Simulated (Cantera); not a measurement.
Charge: 1 mol NaCl, 84 mol N2, at 0.0960 bar.

Equilibrium computed with Cantera from the NASA thermochemical tables; the gas is ideal and each condensed phase is pure. Candidate condensed phases: Na, NaCl; 8 gas species. Equilibrium is a limit: real reactors are often held back by kinetics, nucleation or transport.

Which condensed phases are stable at each of these points (T (K)): 1048, 1148, 1248, 1348, 1448, 1548, 1648, 1748?


```
T (K)  condensed phases  Na condensed (%)
-----  ----------------  ----------------
1048            NaCl(s)              67.2
1148           gas only               0.0
1248           gas only               0.0
1348           gas only               0.0
1448           gas only               0.0
1548           gas only               0.0
1648           gas only               0.0
1748           gas only               0.0
```

At 1048 K the condensed part is NaCl(s). From 1148 K to 1748 K nothing is condensed.
